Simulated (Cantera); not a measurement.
Input (Python, Cantera) and output of one run.

```python
import numpy as np
import cantera as ct

gas_names = """
    N N2 Pb Pb2
""".split()
cond_names = """
    Pb(cr) Pb(L)
""".split()


def load(file, names, dense=False):
    # The tables refer to 1 bar. Condensed volumes are neglected.
    table = {s.name: s for s in ct.Species.list_from_file(file)}
    out = []
    for n in names:
        d = dict(table[n].input_data)
        d["thermo"] = dict(d["thermo"], **{"reference-pressure": 1e5})
        if dense:
            d["equation-of-state"] = {"model": "constant-volume", "density": "1e6 g/cm^3"}
        out.append(ct.Species.from_dict(d))
    return out


gas = ct.Solution(thermo="ideal-gas", species=load("nasa_gas.yaml", gas_names))
cond = {s.name: ct.Solution(thermo="fixed-stoichiometry", species=[s], name=s.name)
        for s in load("nasa_condensed.yaml", cond_names, dense=True)}
atoms = {
    'Pb': {'Pb': 1},
    'N2': {'N': 2},
}
top_T = {}  # K; cautious upper limits of use, not melting points


def equilibrate(T, P, feed):
    n = {}
    for name, mol in feed.items():
        for a, k in atoms[name].items():
            n[a] = n.get(a, 0.0) + k * mol
    gas.TPX = T, P, n
    mass = sum(n.values()) * gas.mean_molecular_weight
    gas.equilibrate("TP")
    valid = [c for c in cond.values() if c.min_temp <= T <= top_T.get(c.name, c.max_temp)]
    mix = ct.Mixture([(gas, mass / gas.mean_molecular_weight)] + [(c, 0.0) for c in valid])
    mix.T, mix.P = T, P
    mix.equilibrate("TP", solver="vcs", rtol=1e-11, max_steps=5000)
    return mix


results = []
feed = {'Pb': 1, 'N2': 0.31}  # mol
T = 1200  # K
P = 13332.2  # Pa
mix = equilibrate(T, P, feed)
results.append((T, P, feed, dict(zip(mix.species_names, mix.species_moles))))
print(gas.report(threshold=1e-06))
for i in range(1, mix.n_phases):
    print(f"{mix.phase(i).name:16s} {mix.phase_moles(i):12.5e} mol")
```

Result:

```
       temperature   1200 K
          pressure   13332 Pa
           density   0.038589 kg/m^3
  mean mol. weight   28.878 kg/kmol
   phase of matter   gas

                          1 kg             1 kmol
                     ---------------   ---------------
          enthalpy        1.0041e+06        2.8996e+07  J
   internal energy        6.5858e+05        1.9019e+07  J
           entropy            8694.5        2.5108e+05  J/K
    Gibbs function       -9.4294e+06       -2.7231e+08  J
 heat capacity c_p            1162.7             33576  J/K
 heat capacity c_v            874.75             25262  J/K

                      mass frac. Y      mole frac. X     chem. pot. / RT
                     ---------------   ---------------   ---------------
                N2           0.96539           0.99518           -27.374
                Pb          0.034612          0.004824            -10.48
     [   +2 minor]        2.5799e-06        1.7978e-07

Pb(L)             9.98497e-01 mol
```

Method: chemical equilibrium by Gibbs-energy minimisation in Cantera with the NASA 1993 tables (ideal gas, pure condensed phases).
